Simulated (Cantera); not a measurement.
Charge: 1 mol SiO₂, 0.23 mol MgCl₂, 0.12 mol O₂, at 1225 °C and 1 atm.

Cantera equilibrium calculation (NASA polynomials, part measured and part estimated; ideal gas, pure solids and liquids). Candidate condensed phases: Mg, MgCl₂, MgO, MgSiO₃, Mg₂SiO₄, Si, SiO₂; 20 gas species. Mutual solubility and eutectic melting of coexisting phases are not modelled. The tables hold silica as quartz up to 1696 K and as liquid above; real silica turns to tridymite and cristobalite and melts near 1996 K. Condensed phases not in the tables: alloys, solid solutions and most ternary compounds. Rates play no part.

Base state: Cl₂ 0.851, Cl 0.0528, MgCl₂ 0.0507, O₂ 0.0454, ClO 0.000279, SiCl₄ 1.11e-5 (mole fractions); condensed: MgSiO₃(s) + SiO₂(β-quartz).

**Question.** What changes in the equilibrium state with this change: pressure from 1 atm to 0.00210 bar?

**Answer.** 
| species | before | after |
|---|---|---|
| Cl | 0.0528 | 0.546 |
| Cl₂ | 0.851 | 0.188 |
| MgCl₂ | 0.0507 | 0.168 |
| O₂ | 0.0454 | 0.0976 |
| SiCl₄ | 1.11e-5 | 2.52e-7 |
| O | 8.35e-7 | 2.69e-5 |
| ClO | 0.000279 | 0.000193 |
| MgSiO₃(s), mol | 0.217 | 0.169 |
| SiO₂(β-quartz), mol | 0.783 | 0.831 |

**Question.** What changes in the equilibrium state with this change: temperature from 1225 °C to 800 °C?

**Answer.** 
| species | before | after |
|---|---|---|
| Cl₂ | 0.851 | 0.978 |
| O₂ | 0.0454 | 0.0213 |
| Cl | 0.0528 | 0.00106 |
| MgCl₂ | 0.0507 | 4.10e-5 |
| SiCl₄ | 1.11e-5 | 1.30e-8 |
| ClO | 0.000279 | 8.03e-6 |
| MgSiO₃(s), mol | 0.217 | 0.230 |
| SiO₂(β-quartz), mol | 0.783 | 0.770 |
